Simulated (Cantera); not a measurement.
An isothermal, constant-pressure homogeneous reactor starts with H2 : O2 : N2 = 1.6 : 1 : 6.3 (molar parts), equivalence ratio 0.80, at 1223 K and 11000 Pa.

Computed with Cantera and GRI-Mech 3.0 (53 species, 325 reactions). The temperature is held fixed by assumption; the heat of reaction is taken as removed at once.

x: mole fraction; the columns are a selection and need not sum to one.

| t (s) | x H2 | x O2 | x H2O2 | x OH | x O |
|---|---|---|---|---|---|
| 0.000500 | 0.0801 | 0.0711 | 4.54e-7 | 0.00401 | 0.00918 |
| 0.00115 | 0.0197 | 0.0405 | 4.98e-7 | 0.00378 | 0.0106 |
| 0.00263 | [?] | [?] | [?] | [?] | [?] |
| 0.00602 | 0.00529 | 0.0272 | 7.13e-7 | 0.00158 | 0.00143 |
| 0.0138 | 0.00134 | 0.0251 | 5.42e-7 | 0.000741 | 0.000315 |
| 0.0316 | 0.000239 | 0.0247 | 2.33e-7 | 0.000305 | 5.37e-5 |
| 0.0725 | [?] | 0.0247 | [?] | [?] | [?] |
| 0.166 | 9.67e-6 | 0.0247 | 2.42e-8 | 6.36e-5 | 2.29e-6 |
| 0.381 | 2.74e-6 | 0.0247 | 8.43e-9 | 3.45e-5 | 6.74e-7 |
| 0.873 | 9.28e-7 | 0.0247 | 3.20e-9 | 2.03e-5 | 2.34e-7 |
| 2.00 | 3.56e-7 | 0.0247 | 1.32e-9 | 1.27e-5 | 9.10e-8 |

Task: Complete the blanks.

Result: 
- 0.00263, x H2: 0.0127
- 0.00263, x O2: 0.0327
- 0.00263, x H2O2: 6.34e-7
- 0.00263, x OH: 0.00272
- 0.00263, x O: 0.00461
- 0.0725, x H2: 4.30e-5
- 0.0725, x H2O2: 7.55e-8
- 0.0725, x OH: 0.000131
- 0.0725, x O: 9.79e-6
